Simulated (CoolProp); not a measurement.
Properties of carbonyl sulfide along the isobar 4470 kPa (Tc = 105.6 °C, pc = 6369 kPa, ω = 0.098).

Computed with CoolProp (reference Helmholtz-energy equation of state, Lemmon 2006). It is a short technical equation, of lower accuracy than the large ones.

```json
[
 {"T (°C)": "89.05", "phase": "gas", "Z": "0.6098", "speed of sound (m/s)": "185.1"},
 {"T (°C)": "107.45", "phase": "gas", "Z": "?", "speed of sound (m/s)": "205.9"},
 {"T (°C)": "125.85", "phase": "gas", "Z": "0.7612", "speed of sound (m/s)": "220.6"},
 {"T (°C)": "144.25", "phase": "gas", "Z": "0.8020", "speed of sound (m/s)": "?"},
 {"T (°C)": "162.75", "phase": "gas", "Z": "0.8332", "speed of sound (m/s)": "?"},
 {"T (°C)": "181.15", "phase": "gas", "Z": "0.8577", "speed of sound (m/s)": "252.4"},
 {"T (°C)": "199.55", "phase": "gas", "Z": "0.8776", "speed of sound (m/s)": "260.9"},
 {"T (°C)": "217.95", "phase": "gas", "Z": "0.8941", "speed of sound (m/s)": "268.8"},
 {"T (°C)": "236.35", "phase": "gas", "Z": "0.9079", "speed of sound (m/s)": "276.2"},
 {"T (°C)": "254.75", "phase": "gas", "Z": "0.9196", "speed of sound (m/s)": "283.2"},
 {"T (°C)": "273.15", "phase": "gas", "Z": "0.9296", "speed of sound (m/s)": "?"},
 {"T (°C)": "291.65", "phase": "gas", "Z": "0.9383", "speed of sound (m/s)": "296.2"},
 {"T (°C)": "310.05", "phase": "gas", "Z": "?", "speed of sound (m/s)": "302.3"},
 {"T (°C)": "328.45", "phase": "gas", "Z": "0.9523", "speed of sound (m/s)": "308.1"},
 {"T (°C)": "346.85", "phase": "gas", "Z": "0.9581", "speed of sound (m/s)": "?"}
]
```

**Question.** Fill in the missing entries.

**Answer.** 
- 107.45, Z: 0.7041
- 144.25, speed of sound (m/s): 232.7
- 162.75, speed of sound (m/s): 243.1
- 273.15, speed of sound (m/s): 289.8
- 310.05, Z: 0.9458
- 346.85, speed of sound (m/s): 313.8
